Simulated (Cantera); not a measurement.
An isothermal plug-flow reactor at 1248 K and 0.257 atm (inlet), inlet velocity 0.52 m/s, active area per volume 6100 1/m; feed CH4 : O2 : N2 : H2O = 0.0021 : 0.041 : 0.79 : 0.02 (molar parts), equivalence ratio 0.10.

Detailed kinetics in Cantera: Deutschmann's 1995 Pt surface mechanism with GRI-Mech 3.0 gas chemistry. Catalytic surfaces can have several steady states; this one follows from the mechanism file's or the stated starting coverage. Mass transfer to the wall is taken as infinitely fast.

What does this change do: temperature 1248 to 750 K?


| quantity | before | after |
|---|---|---|
| x(CH4) at z = 0.012 m | 1.10e-11 | 0.00188 |
| x(O2) at z = 0.012 m | 0.0431 | 0.0469 |
| x(H2O) at z = 0.012 m | 0.0284 | 0.0246 |
| x(CO2) at z = 0.012 m | 0.00246 | 0.000579 |
| x(CO) at z = 0.012 m | 3.46e-11 | 2.23e-7 |
| θ(free Pt) at the exit | 0.628 | 0.0443 |
| θ(O*) at the exit | 0.371 | 0.953 |

What does this change do: temperature 1248 to 775 K?


| quantity | before | after |
|---|---|---|
| x(CH4) at z = 0.012 m | 1.10e-11 | 0.00138 |
| x(O2) at z = 0.012 m | 0.0431 | 0.0459 |
| x(H2O) at z = 0.012 m | 0.0284 | 0.0256 |
| x(CO2) at z = 0.012 m | 0.00246 | 0.00108 |
| x(CO) at z = 0.012 m | 3.46e-11 | 2.05e-7 |
| θ(free Pt) at the exit | 0.628 | 0.0616 |
| θ(O*) at the exit | 0.371 | 0.936 |
